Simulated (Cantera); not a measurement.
A perfectly stirred reactor is fed with 6.25 % CH₄, 93.8 % H₂, at 0.975 Torr; it is held at 1825 K, and followed from long to short residence time.

Cantera simulation using GRI-Mech 3.0 (53 species, 325 reactions); the numbers are that mechanism's predictions, not measurements. GRI-Mech 3.0 stops at C3 and has no aromatics, soot or wall deposition, so with more carbon than oxygen in the feed, carbon stays in small species such as C2H2 where larger ones or solid carbon would form. Radical loss at walls, strong at low pressure, is not modelled.

One state of this run: x CH₄ = 0.0347; x H₂ = 0.949; x C₂H = 2.98e-7; x H = 0.00242; x C₂H₂ = 0.0120; x C₂H₄ = 0.000169; x C₂H₆ = 2.27e-6. x: mole fraction; the columns are a selection and need not sum to one.

Which value of τ (s) does it belong to?
A. 3.6
B. 0.84
C. 0.19
D. 0.0024

B, 0.84
